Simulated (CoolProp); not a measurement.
Vapour-liquid equilibrium of diethyl ether (1) + ethanol (2) at 540 kPa; x and y are mole fractions of (1).

Computed with CoolProp (multi-fluid Helmholtz-energy mixture model, Thol 2014 and Schroeder 2014; pair parameters Bell 2016).

| x | bubble temperature (K) | y at the bubble point | dew temperature at overall composition x (K) | liquid density (mol/L) |
|---|---|---|---|---|
| 0.05 | 396.6 | 0.154 | 399.7 | 14.33 |
| 0.125 | 390.6 | 0.333 | 397.5 | (withheld) |
| 0.2 | 385.7 | 0.462 | 395.1 | 13.08 |
| 0.275 | 381.7 | (withheld) | 392.7 | 12.50 |
| 0.35 | 378.5 | (withheld) | 390.0 | 11.94 |
| 0.425 | 376.0 | 0.681 | 387.2 | 11.41 |
| 0.5 | 373.9 | 0.726 | 384.2 | 10.92 |
| 0.575 | 372.1 | (withheld) | 380.9 | 10.45 |
| 0.65 | 370.5 | 0.801 | 377.4 | 10.02 |
| 0.725 | 369.1 | (withheld) | 373.9 | 9.618 |
| 0.8 | 367.8 | 0.875 | 370.6 | 9.246 |
| 0.875 | 366.6 | 0.916 | 367.8 | (withheld) |
| 0.95 | 365.6 | 0.964 | 365.9 | 8.584 |

### Question
Fill in the missing entries.

### Answer

- 0.125, liquid density (mol/L): 13.69
- 0.275, y at the bubble point: 0.557
- 0.35, y at the bubble point: 0.627
- 0.575, y at the bubble point: 0.765
- 0.725, y at the bubble point: 0.837
- 0.875, liquid density (mol/L): 8.902

No azeotrope shows between x = 0.05 and 0.95.

The pair parameters rest on a limited set of measurements; away from them the model extrapolates.
